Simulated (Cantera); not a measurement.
Cantera run:

```python
import numpy as np
import cantera as ct

gas_names = [...]  # 87 gases of nasa_gas.yaml made of C, H, Si
cond_names = """
    C(gr) C6H6(L) C7H8(L) C8H18(L),n-octa Si(cr) Si(L) SiC(b)
""".split()


# ... load() reads the species with a 1 bar reference pressure and builds the phases ...
atoms = {
    'CH3SiH3': {'C': 1, 'H': 6, 'Si': 1},
    'CH4': {'C': 1, 'H': 4},
    'H2': {'H': 2},
    'C3H8': {'C': 3, 'H': 8},
}
top_T = {'C(gr)': 4500, 'SiC(b)': 3050}  # K; cautious upper limits of use, not melting points


# ... equilibrate(T, P, feed) seeds the gas with the atoms and calls Mixture.equilibrate('TP', solver="vcs", rtol=1e-11, max_steps=5000) ...
results = []
feed = {'CH3SiH3': 1, 'CH4': 0.042, 'H2': 870, 'C3H8': 0.056}  # mol
T = 2498  # K
P = 380  # Pa
mix = equilibrate(T, P, feed)
results.append((T, P, feed, dict(zip(mix.species_names, mix.species_moles))))
print(gas.report(threshold=1e-05))
for i in range(1, mix.n_phases):
    print(f"{mix.phase(i).name:16s} {mix.phase_moles(i):12.5e} mol")
```

Output:

```
       temperature   2498 K
          pressure   380 Pa
           density   3.1499e-05 kg/m^3
  mean mol. weight   1.7217 kg/kmol
   phase of matter   gas

                          1 kg             1 kmol
                     ---------------   ---------------
          enthalpy        7.8348e+07        1.3489e+08  J
   internal energy        6.6284e+07        1.1412e+08  J
           entropy        1.3691e+05        2.3571e+05  J/K
    Gibbs function       -2.6365e+08       -4.5391e+08  J
 heat capacity c_p             17894             30808  J/K
 heat capacity c_v             13065             22493  J/K

                      mass frac. Y      mole frac. X     chem. pot. / RT
                     ---------------   ---------------   ---------------
                 C        8.0763e-05        1.1576e-05           -4.5642
               C2H        0.00027201         1.871e-05           -22.222
    C2H2,acetylene         0.0080002        0.00052898           -35.316
                 H           0.19346           0.33043           -13.094
                H2           0.78226           0.66805           -26.188
                Si          0.015072        0.00092396           -14.295
              SiC2        0.00053236         1.759e-05           -23.423
               SiH         0.0002085        1.2338e-05           -27.389
     [  +79 minor]        0.00010979        6.7774e-06

C(gr)             0.00000e+00 mol
Si(L)             0.00000e+00 mol
SiC(b)            0.00000e+00 mol
```

Cantera equilibrium calculation (NASA polynomials, part measured and part estimated; ideal gas, pure solids and liquids). The feed counts by its element totals alone.
